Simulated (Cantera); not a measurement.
Input: 1 mol Si3N4, 0.016 mol N2O, 3.1 mol H2, held at 1227 °C and 0.133 bar.

Method: chemical equilibrium by Gibbs-energy minimisation in Cantera with the NASA 1993 tables (ideal gas, pure condensed phases). Candidate condensed phases: H2O, Si, SiO2, Si2N2O, Si3N4; 35 gas species. Mutual solubility and eutectic melting of coexisting phases are not modelled. The numbers say what is thermodynamically allowed, not how fast it happens.

Base state: H2 0.993, N2 0.00684, H 4.80e-5 (mole fractions); condensed: Si2N2O(s) + Si3N4(s).

Problem. What changes in the equilibrium state with this change: temperature from 1227 °C to 1700 °C?

Solution. 
| species | before | after |
|---|---|---|
| H2 | 0.993 | 0.602 |
| N2 | 0.00684 | 0.392 |
| SiO | 2.42e-6 | 0.00311 |
| Si | 1.10e-8 | 0.000237 |
| Si2N | <1e-9 | 2.03e-5 |
| SiN | <1e-9 | 1.50e-5 |
| Si2N2O(s), mol | 0.0160 | 0 |
| Si3N4(s), mol | 0.989 | 0 |
| Si(l), mol | 0 | 2.98 |
The tables' values for SiN are old estimates; treat these amounts as uncertain. Gases not in the tables: Si2H6 and higher silanes.

Problem. What changes in the equilibrium state with this change: Si3N4 replaced by SiC?

Solution. 
```json
[
 {"species": "H2", "before": "0.993", "after": "0.993"},
 {"species": "N2", "before": "0.00684", "after": "0.00338"},
 {"species": "CO", "before": "0", "after": "0.00335"},
 {"species": "CH4", "before": "0", "after": "0.000139"},
 {"species": "SiO", "before": "2.42e-6", "after": "3.87e-5"},
 {"species": "HCN", "before": "0", "after": "2.52e-5"},
 {"species": "H", "before": "4.80e-5", "after": "4.80e-5"},
 {"species": "Si2N2O(s), mol", "before": "0.0160", "after": "0.00543"},
 {"species": "Si3N4(s), mol", "before": "0.989", "after": "0"},
 {"species": "SiC(s), mol", "before": "0", "after": "0.989"}
]
```
Further candidate phases: C, C6H6, C7H8, C8H18, SiC.
